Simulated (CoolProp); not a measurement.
Vapour-liquid equilibrium of ethane (1) + propylene (2) at 283.2 K; x and y are mole fractions of (1).

Values from CoolProp's multi-fluid Helmholtz-energy mixture model, Bücker 2006 and Lemmon 2013; pair parameters Bell 2016.

```json
[
 {"x": "0.05", "bubble pressure (bar)": "8.807", "y at the bubble point": "0.140", "dew pressure at overall composition x (bar)": "8.132", "liquid density (mol/L)": "12.66"},
 {"x": "0.125", "bubble pressure (bar)": "10.32", "y at the bubble point": "0.300", "dew pressure at overall composition x (bar)": "8.689", "liquid density (mol/L)": "12.72"},
 {"x": "0.2", "bubble pressure (bar)": "11.83", "y at the bubble point": "0.422", "dew pressure at overall composition x (bar)": "9.322", "liquid density (mol/L)": "12.77"},
 {"x": "0.275", "bubble pressure (bar)": "13.34", "y at the bubble point": "0.519", "dew pressure at overall composition x (bar)": "10.05", "liquid density (mol/L)": "12.82"},
 {"x": "0.35", "bubble pressure (bar)": "14.88", "y at the bubble point": "0.598", "dew pressure at overall composition x (bar)": "10.89", "liquid density (mol/L)": "12.86"},
 {"x": "0.425", "bubble pressure (bar)": "16.43", "y at the bubble point": "0.665", "dew pressure at overall composition x (bar)": "11.87", "liquid density (mol/L)": "12.89"},
 {"x": "0.5", "bubble pressure (bar)": "18.01", "y at the bubble point": "0.722", "dew pressure at overall composition x (bar)": "13.02", "liquid density (mol/L)": "12.91"},
 {"x": "0.575", "bubble pressure (bar)": "19.64", "y at the bubble point": "0.773", "dew pressure at overall composition x (bar)": "14.40", "liquid density (mol/L)": "12.91"},
 {"x": "0.65", "bubble pressure (bar)": "21.31", "y at the bubble point": "0.819", "dew pressure at overall composition x (bar)": "16.07", "liquid density (mol/L)": "12.90"},
 {"x": "0.725", "bubble pressure (bar)": "23.04", "y at the bubble point": "0.861", "dew pressure at overall composition x (bar)": "18.09", "liquid density (mol/L)": "12.86"},
 {"x": "0.8", "bubble pressure (bar)": "24.85", "y at the bubble point": "0.901", "dew pressure at overall composition x (bar)": "20.58", "liquid density (mol/L)": "12.80"},
 {"x": "0.875", "bubble pressure (bar)": "26.75", "y at the bubble point": "0.939", "dew pressure at overall composition x (bar)": "23.64", "liquid density (mol/L)": "12.70"},
 {"x": "0.95", "bubble pressure (bar)": "28.77", "y at the bubble point": "0.975", "dew pressure at overall composition x (bar)": "27.36", "liquid density (mol/L)": "12.56"}
]
```

No azeotrope shows between x = 0.05 and 0.95.

The pair parameters rest on a limited set of measurements; away from them the model extrapolates.
